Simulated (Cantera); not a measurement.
Input: 1 mol SiH4, 22 mol H2, 1.5 mol HCl, equilibrated at 49000 Pa.

These are equilibrium values from Cantera (NASA tables, ideal gas, pure condensed phases), not measurements of a reactor. Candidate condensed phases: Si; 19 gas species. The tables' values for SiCl3 are old estimates; treat these amounts as uncertain. The numbers say what is thermodynamically allowed, not how fast it happens. All values below are at 1200 °C.

Base state: H2 0.950, HCl 0.0429, SiCl2 0.00610, SiCl3 0.000560, SiHCl3 0.000365, SiCl4 0.000176, SiH2Cl2 0.000119, H 1.76e-5 (mole fractions); condensed: Si(s).

Q: What changes in the equilibrium state with this change: SiH4 replaced by SiCl4?

A: 
```tsv
species	before	after
H2	0.950	0.843
HCl	0.0429	0.118
SiCl2	0.00610	0.0235
SiCl4	0.000176	0.00571
SiCl3	0.000560	0.00626
SiHCl3	0.000365	0.00384
SiH2Cl2	0.000119	0.000406
SiH3Cl	1.13e-5	1.25e-5
Si(s), mol	0.813	0
```
